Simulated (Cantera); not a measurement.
**Thermodynamics of carbon deposition, reforming and gasification, feed CH4 + NH3 + H2**

Charge: 1 mol CH4, 0.028 mol NH3, 51 mol H2, equilibrated at 1900 K and 22.5 Torr.

Equilibrium computed with Cantera from the NASA thermochemical tables; the gas is ideal and each condensed phase is pure. Candidate condensed phases: C, C6H6, C7H8, C8H18; 92 gas species. The numbers say what is thermodynamically allowed, not how fast it happens.

```
Quantity                 Value
-------------------  ---------
x(H2)                    0.995
x(H)                   0.00457
x(C2H2 (acetylene))   0.000380
x(N2)                 0.000193
x(HCN)                0.000135
x(CH4)                 1.67e-5
x(HNC)                 6.33e-6
x(CH3)                 1.54e-6
n(C(graphite))       0.951 mol
gas amount           53.18 mol
```
